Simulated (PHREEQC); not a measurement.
Make-up at 25 °C: 93 mmol/kgw Na2HAsO4, 0.098 mmol/kgw H2SO4 and 5.6 mmol/kgw CuSO4. Closed to the air; pH follows from the charge balance.

Model: ion-association model, wateq4f.dat, run in PHREEQC.

Precipitation was switched off in this run.

**Question.** Order these Cu species by the share of Cu that they hold, largest first: Cu(OH)2, Cu+2, Cu2(OH)2+2, CuOH+, CuSO4.

**Answer.** Cu(OH)2 (54 %), Cu2(OH)2+2 (42 %), Cu+2 (3.0 %), CuOH+ (0.72 %), CuSO4 (0.20 %)

The pH is 7.75 and the ionic strength 0.278 mol/kgw. The solution is supersaturated, for example in Brochantite, Cu(OH)2, so a real one may precipitate; this is no full list. Complexes and solids missing from the database can't appear. The database has no arsenate complexes of Cu. The database's constant for dissolved Cu(OH)2 is higher than later reviews accept.
